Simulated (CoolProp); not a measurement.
Vapour-liquid equilibrium of toluene (1) + n-nonane (2) at 30.75 °C; x and y are mole fractions of (1).

The numbers come from the multi-fluid Helmholtz-energy mixture model, Lemmon 2006 and Lemmon 2006; pair parameters Bell 2016 in CoolProp.

**Question.** Give the bubble pressure and the first vapour's composition at x = 0.5, 0.725, 0.8. Is there an azeotrope?

**Answer.** x = 0.5: 3.442 kPa, y = 0.865; x = 0.725: 4.183 kPa, y = 0.927; x = 0.8: 4.418 kPa, y = 0.946. No azeotrope shows between x = 0.05 and 0.95.

The pair parameters rest on a limited set of measurements; away from them the model extrapolates.
